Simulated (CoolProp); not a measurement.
A Linde-Hampson liquefier for ethylene: isothermal reversible compression at 300 K from 1 atm to 25 MPa, throttling to 1 atm, return gas leaving the recuperator 2 K below the feed. Each further row changes one setting.

The numbers come from the reference Helmholtz-energy equation of state, Smukala 2000 in CoolProp.

| case | liquid yield per pass | compression work (kJ/kg of gas) |
|---|---|---|
| as stated | [?] | 386 |
| high pressure 50 MPa | [?] | 441 |
| warm-end temperature 330 K | [?] | [?] |
| warm-end gap 7 K | [?] | 386 |

Task: Complete the blanks.

Result: 
- as stated, liquid yield per pass: 0.478
- high pressure 50 MPa, liquid yield per pass: 0.463
- warm-end temperature 330 K, liquid yield per pass: 0.396
- warm-end temperature 330 K, compression work (kJ/kg of gas): 454
- warm-end gap 7 K, liquid yield per pass: 0.472
